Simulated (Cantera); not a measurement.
# Fe(CO)₅ + H₂ (iron carbonyl, mercury and lead vapours)

Feed: 1 mol Fe(CO)₅, a varied amount of H₂, equilibrated at 1125 K and 0.100 bar.

Equilibrium computed with Cantera from the NASA thermochemical tables; the gas is ideal and each condensed phase is pure. Candidate condensed phases: C, C₆H₆, C₇H₈, C₈H₁₈, Fe, Fe(CO)₅, FeO, Fe(OH)₂, Fe(OH)₃, Fe₂O₃, Fe₃O₄, H₂O; 114 gas species. Condensed phases not in the tables: cementite and carbon dissolved in iron. The numbers say what is thermodynamically allowed, not how fast it happens.

```json
[
 {"n(H₂) (mol)": "0.29", "x CO": "0.940", "x H₂": "0.0548", "x CO₂": "0.00516", "x H₂O": "0.000331", "x CH₄": "8.66e-6", "x H": "3.29e-8", "n C(graphite)": "0.0289", "n Fe(α)": "1.00"},
 {"n(H₂) (mol)": "0.55", "x CO": "0.896", "x H₂": "0.0990", "x CO₂": "0.00469", "x H₂O": "0.000570", "x CH₄": "2.83e-5", "x H": "4.42e-8", "n C(graphite)": "0.0289", "n Fe(α)": "1.00"},
 {"n(H₂) (mol)": "1.1", "x CO": "0.815", "x H₂": "0.180", "x CO₂": "0.00388", "x H₂O": "0.000944", "x CH₄": "9.36e-5", "x H": "5.96e-8", "n C(graphite)": "0.0287", "n Fe(α)": "1.00"},
 {"n(H₂) (mol)": "2", "x CO": "0.710", "x H₂": "0.285", "x CO₂": "0.00295", "x H₂O": "0.00130", "x CH₄": "0.000235", "x H": "7.50e-8", "n C(graphite)": "0.0280", "n Fe(α)": "1.00"},
 {"n(H₂) (mol)": "3.8", "x CO": "0.565", "x H₂": "0.431", "x CO₂": "0.00187", "x H₂O": "0.00157", "x CH₄": "0.000536", "x H": "9.22e-8", "n C(graphite)": "0.0254", "n Fe(α)": "1.00"},
 {"n(H₂) (mol)": "7.3", "x CO": "0.404", "x H₂": "0.592", "x CO₂": "0.000956", "x H₂O": "0.00154", "x CH₄": "0.00101", "x H": "1.08e-7", "n C(graphite)": "0.0182", "n Fe(α)": "1.00"},
 {"n(H₂) (mol)": "14", "x CO": "0.262", "x H₂": "0.735", "x CO₂": "0.000401", "x H₂O": "0.00124", "x CH₄": "0.00156", "x H": "1.20e-7", "n C(graphite)": "0.00153", "n Fe(α)": "1.00"},
 {"n(H₂) (mol)": "26", "x CO": "0.160", "x H₂": "0.837", "x CO₂": "0.000212", "x H₂O": "0.00122", "x CH₄": "0.00143", "x H": "1.29e-7", "n C(graphite)": "0", "n Fe(α)": "1.00"}
]
```
x: gas mole fraction; n: condensed amount in mol.

From 0.29 mol H₂ to 14 mol H₂ the condensed part is C(graphite) + Fe(α). At 26 mol H₂ the condensed part is Fe(α).
